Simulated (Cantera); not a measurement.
Mixture: CH4 : O2 : N2 = 1 : 4.26 : 16 (molar parts), at 3.20 bar, adiabatic and at constant pressure. Ignition delay is the time to a rise of 400 K.

Detailed kinetics in Cantera: GRI-Mech 3.0 (53 species, 325 reactions).

Predict: delay at 1150 K; delay at 1200 K; delay at 1250 K; delay at 1300 K; delay at 1350 K; delay at 1400 K; apparent activation energy between 1300 and 1400 K.


| Item | Result |
|---|---|
| delay at 1150 K | 21.4 ms |
| delay at 1200 K | 10.8 ms |
| delay at 1250 K | 5.63 ms |
| delay at 1300 K | 3.04 ms |
| delay at 1350 K | 1.70 ms |
| delay at 1400 K | 0.983 ms |
| apparent activation energy between 1300 and 1400 K | 170 kJ/mol |
